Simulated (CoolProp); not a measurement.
Saturation properties of tetrahydrofuran (Tc = 540.2 K, pc = 5304 kPa, ω = 0.234).

Model: reference Helmholtz-energy equation of state, Fiedler 2023, in CoolProp.

```tsv
T (K)	p (kPa)	liquid density (kg/m³)	enthalpy of vaporisation (kJ/kg)	liquid cp (kJ/(kg K))	vapour Z
269.1	5.123	913.5	466.0	1.626	0.9972
292.8	17.02	887.8	449.5	1.705	0.9928
316.5	45.82	861.5	432.8	1.793	0.9846
340.3	105.4	834.3	415.4	1.889	0.9710
364	213.3	806.1	397.1	1.992	0.9511
387.7	391.3	776.6	377.2	2.101	0.9239
411.4	664.3	745.1	355.0	2.219	0.8883
435.1	1060	711.0	329.8	2.353	0.8431
458.9	1611	672.8	300.2	2.519	0.7860
```

It boils at 339.1 K under 1 atm.
